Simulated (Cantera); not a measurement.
Input: 1 mol (CH3)2SiCl2, 0.072 mol C2H2, 39 mol H2, equilibrated at 2473.15 K and 0.133 bar.

Cantera equilibrium calculation (NASA polynomials, part measured and part estimated; ideal gas, pure solids and liquids). The feed counts by its element totals alone. The tables' values for SiCl are old estimates; treat these amounts as uncertain. Gases not in the tables: Si2H6 and higher silanes. Kinetics and transport are ignored.

```
species             before    after
----------------  --------  -------
H2                   0.880    0.740
H                   0.0573    0.192
HCl                 0.0409   0.0342
Si                 0.00653   0.0153
CH4                1.62e-5  8.59e-7
C3                 2.44e-6  3.26e-5
C                  8.60e-7  1.15e-5
SiCl2             0.000645  9.36e-5
SiH2              0.000183  2.71e-5
CH3                1.91e-5  4.03e-6
C(graphite), mol     0.722     1.05
SiC(s), mol          0.468        0
```
Gas species are given as mole fractions.

Task: What was changed between the two runs?
A) H2 from 39 to 790 mol
B) pressure from 0.133 bar to 10.0 mbar
C) temperature from 2473.15 K to 1348 K
D) H2 from 39 to 430 mol

Result: B, pressure from 0.133 bar to 10.0 mbar
